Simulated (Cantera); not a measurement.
A perfectly stirred reactor is fed with CH₄ : C₂H₆ : C₃H₈ : O₂ : N₂ = 1 : 0.043 : 0.06 : 2.92 : 11 (molar parts), equivalence ratio 0.84, at 100000 Pa; it is adiabatic with a 323 K inlet, and is followed from long to short residence time, starting on the burning branch (τ in s: 0.29, 0.099, 0.033, 0.011, 0.0038, 0.0013, 0.00043, 0.00015, 4.9e-05).

Cantera simulation using GRI-Mech 3.0 (53 species, 325 reactions); the numbers are that mechanism's predictions, not measurements.

One state of this run: T (K) = 1724; x CH₄ = 0.000747; x C₂H₆ = 8.07e-6; x C₃H₈ = 9.22e-6; x N₂O = 1.47e-7; x O₂ = 0.0486; x NO = 1.68e-5. x: mole fraction; the columns are a selection and need not sum to one.

Task: Which value of τ (s) does it belong to?
A) 0.0038
B) 0.033
C) 0.011
D) 0.00015

Result: D, 0.00015
